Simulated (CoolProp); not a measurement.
C3F8 (R218) at 281.02 K and 19 MPa flows at 0.62 m/s in a round tube of 2 mm bore and 15 µm roughness, fully developed (64/Re and Nu = 3.66 if laminar; Colebrook and Gnielinski if turbulent). Each further row changes one setting.

Computed with CoolProp (reference Helmholtz-energy equation of state, Lemmon 2006). It is a short technical equation, of lower accuracy than the large ones.

```
case               Reynolds number  Darcy friction factor  pressure drop (Pa/m)  heat-transfer coefficient (W/(m² K))  mass flow (kg/h)
-----------------  ---------------  ---------------------  --------------------  ------------------------------------  ----------------
as stated                     5640                 0.0441                  6540                                  1450              10.8
velocity 1.24 m/s            11300                      …                 23700                                     …                 …
diameter 4 mm                11300                      …                  2630                                     …              43.3
```

Complete the blanks.


- velocity 1.24 m/s, Darcy friction factor: 0.0399
- velocity 1.24 m/s, heat-transfer coefficient (W/(m² K)): 3000
- velocity 1.24 m/s, mass flow (kg/h): 21.7
- diameter 4 mm, Darcy friction factor: 0.0354
- diameter 4 mm, heat-transfer coefficient (W/(m² K)): 1380

Viscosity comes from a separate model (Huber 2003), an estimate that may be off by 10 % or more. Thermal conductivity comes from a separate model (Huber 2003), an estimate that may be off by 10 % or more.
